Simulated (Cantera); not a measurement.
Input: 1 mol SiCl₄, 0.26 mol N₂, 29 mol H₂, held at 873 K and 5.50 mbar.

Cantera equilibrium calculation (NASA polynomials, part measured and part estimated; ideal gas, pure solids and liquids). Candidate condensed phases: NH₄Cl, Si, Si₃N₄; 28 gas species. N₂ is the only nitrogen source here; it is nearly inert below about 1500 K, so the nitride shown seldom forms there in practice. The tables' values for SiCl₃ are old estimates; treat these amounts as uncertain. Rates play no part.

Base state: H₂ 0.928, HCl 0.0521, SiCl₄ 0.0193, SiHCl₃ 0.000736, SiCl₃ 2.75e-5 (mole fractions); condensed: Si₃N₄(s).

Q: What changes in the equilibrium state with this change: N₂ from 0.26 to 1.7 mol?

A: 
```
species          before     after
-------------  --------  --------
H₂                0.928     0.844
HCl              0.0521     0.124
N₂              2.78e-7    0.0325
SiCl₄            0.0193  0.000310
SiHCl₃         0.000736   4.53e-6
SiCl₃           2.75e-5   1.78e-7
Si₃N₄(s), mol     0.130     0.330
```
